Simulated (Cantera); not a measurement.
Input (Python, Cantera):

```python
import numpy as np
import cantera as ct

surf = ct.Interface("diamond.yaml", "diamond_100")
gas, bulk = surf.adjacent["gas"], surf.adjacent["diamond"]
k = surf.kinetics_species_index(bulk.species_names[0])
cover = ["c6HH", "c6H*", "c6*H", "c6**", "c6HM", "c6B"]

rows, drift = [], 0.0
print(f"{'T':>10s}{'um/h':>11s}" + "".join(f"{s:>11s}" for s in cover))
for v in [925, 975, 1025, 1075, 1125, 1175, 1225, 1275, 1325, 1375]:
    T, P, xH, xCH3 = v, 5900, 0.032, 0.00011
    gas.TPX = T, P, {"H": xH, "CH3": xCH3, "CH4": 0.021, "H2": 1 - xH - xCH3 - 0.021}
    surf.TP = bulk.TP = T, P
    surf.coverages = "c6H*:0.1, c6HH:0.9"
    surf.advance_coverages(100.0)
    before = surf.coverages
    surf.advance_coverages(100.0)
    drift = max(drift, np.max(np.abs(surf.coverages - before) / (surf.coverages + 1e-9)))
    rate = surf.net_production_rates[k] * bulk.mean_molecular_weight / bulk.density * 3.6e9
    rows.append([rate, *surf[cover].coverages])
    print(f"{v:10.4g}{rate:11.4e}" + "".join(f"{x:11.3e}" for x in rows[-1][1:]))
```

Output:

```
         T       um/h       c6HH       c6H*       c6*H       c6**       c6HM        c6B
       925 2.3569e+00  6.653e-01  1.255e-02  3.134e-01  5.500e-03  2.592e-03  6.395e-09
       975 3.0593e+00  6.180e-01  1.651e-02  3.546e-01  8.200e-03  2.082e-03  8.302e-09
      1025 3.8245e+00  5.727e-01  2.094e-02  3.923e-01  1.170e-02  1.683e-03  1.038e-08
      1075 4.5939e+00  5.302e-01  2.575e-02  4.259e-01  1.607e-02  1.358e-03  1.247e-08
      1125 5.2334e+00  4.907e-01  3.086e-02  4.554e-01  2.137e-02  1.073e-03  1.420e-08
      1175 5.4960e+00  4.542e-01  3.616e-02  4.807e-01  2.760e-02  7.989e-04  1.491e-08
      1225 5.1344e+00  4.209e-01  4.157e-02  5.018e-01  3.477e-02  5.332e-04  1.393e-08
      1275 4.2454e+00  3.904e-01  4.699e-02  5.191e-01  4.284e-02  3.075e-04  1.152e-08
      1325 3.3184e+00  3.627e-01  5.237e-02  5.328e-01  5.175e-02  1.554e-04  9.005e-09
      1375 2.7242e+00  3.375e-01  5.763e-02  5.432e-01  6.142e-02  7.231e-05  7.392e-09
```

Cantera simulation using the Harris–Goodwin 1993 mechanism for the reconstructed diamond (100) surface; the numbers are that mechanism's predictions, not measurements.
